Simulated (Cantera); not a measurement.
Mixture: 30.5 % H2, 17.1 % O2, 52.4 % N2, at 4200 Torr, adiabatic and at constant volume. Ignition delay is the time to a rise of 400 K.

Model: the H2/O2 subset of GRI-Mech 3.0, which has no nitrogen chemistry, integrated in Cantera. The hydrogen kinetics of GRI-Mech 3.0 are dated; newer H2 mechanisms differ, most at raised pressure. Where the delays flatten at high temperature, the 400 K rule measures the pace of heat release, not the induction time.

Problem. Predict: delay at 1223 K; delay at 1423 K; delay at 1623 K; delay at 1823 K; delay at 2023 K.

Solution. 
```json
{
  "delay at 1223 K": "10.4 µs",
  "delay at 1423 K": "2.82 µs",
  "delay at 1623 K": "1.48 µs",
  "delay at 1823 K": "0.996 µs",
  "delay at 2023 K": "0.810 µs"
}
```
